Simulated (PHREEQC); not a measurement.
0.6 g of hydrous ferric oxide (600 m²/g; 0.2 weak and 0.005 strong sites per Fe, Dzombak-Morel constants, diffuse double layer) in 1 kg of water with 0.005 mol/kgw of an inert sodium salt and 2.5e-06 mol SrCl2, at 25 °C; the pH is set by adding NaOH or the inert anion's acid. Oxygen is held at 0.21 atm. CO2 from the air is kept out. Nothing may precipitate in this run.

Base run: PHREEQC, ion-association model, wateq4f.dat. Each further column changes one thing. The table gives surface potential ψ (mV).

| pH | base | background salt from 0.005 to 0.0005 mol/kgw | oxide from 0.6 to 3 g/kgw |
|---|---|---|---|
| 3 | 214 | 234 | 208 |
| 3.75 | 200 | 221 | 196 |
| 4.5 | 177 | 194 | 175 |
| 5.25 | 148 | 160 | 147 |
| 6 | 114 | 121 | 113 |
| 6.75 | 75 | 79 | 75 |
| 7.5 | 34 | 36 | 34 |
| 8.25 | -8 | -8 | -8 |
| 9 | -49 | -51 | -50 |

The oxide is taken as insoluble; below pH 4 it would dissolve.
